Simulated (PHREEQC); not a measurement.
Make-up at 25 °C and 10 atm: 110 mmol/kgw NaH2PO4, 65 mmol/kgw NaF and 0.24 mmol/kgw KCl. Closed to the air; pH follows from the charge balance.

The numbers come from PHREEQC with the ion-association model, phreeqc.dat.

Each row changes one thing in this solution. No solid was allowed to form.

```tsv
case	pH	ionic strength (mol/kgw)	HPO4-2 (mol/kgw)	H3PO4 (mol/kgw)	NaHPO4- (mol/kgw)	KHPO4- (mol/kgw)	SI of Halite (NaCl)	SI of Sylvite (KCl)
as made	4.85	0.173	0.00115	0.000164	0.000119	1.61e-7	-6.22	-8.42
NaH2PO4 replaced by KH2PO4 at the same molality	4.85	0.175	0.00117	0.000161	4.49e-5	7.47e-5	-6.65	-5.76
temperature from 25 to 10 °C	4.81	0.173	0.000961	0.000148	0.000102	1.37e-7	-6.20	-8.34
0.033 mol/kgw H2SO4 added	2.69	0.196	6.93e-6	0.0194	6.73e-7	8.80e-10	-6.24	-8.45
0.0021 mol/kgw NaBF4 added	4.64	0.175	0.000719	0.000265	7.50e-5	9.97e-8	-6.21	-8.42
diluted 10-fold with water	5.02	0.0176	0.000104	1.35e-5	2.09e-6	2.87e-9	-8.06	-10.26
NaF replaced by Na2SO4 at the same molality	4.41	0.276	0.000482	0.000422	5.58e-5	5.18e-8	-6.13	-8.50
temperature from 25 to 30 °C	4.86	0.173	0.00123	0.000169	0.000126	1.69e-7	-6.22	-8.45
0.0056 mol/kgw HBr added	4.15	0.173	0.000234	0.000815	2.42e-5	3.26e-8	-6.22	-8.42
```

Away from 25 °C the constants follow the database's enthalpies or fits; those with neither stay at their 25 °C values.
